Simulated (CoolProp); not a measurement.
20 sccm (0 °C, 1 atm) of nitrogen bubbles through liquid ethylbenzene at 348.5 K and leaves saturated at a total pressure of 0.15 MPa (ideal gas phase). Each further row changes one setting.

Computed with CoolProp (reference Helmholtz-energy equation of state, Zhou 2012).

```csv
case,vapour pressure (kPa),mole fraction of vapour,delivery (mg/min),delivery (sccm),change of delivery for a bath 1 K warmer (%)
as stated,14.0,0.0934,9.76,2.06,4.4
bath temperature 353.5 K,17.0,0.113,12.1,2.56,4.4
total pressure 0.3 MPa,14.0,0.0467,4.64,0.980,4.2
```
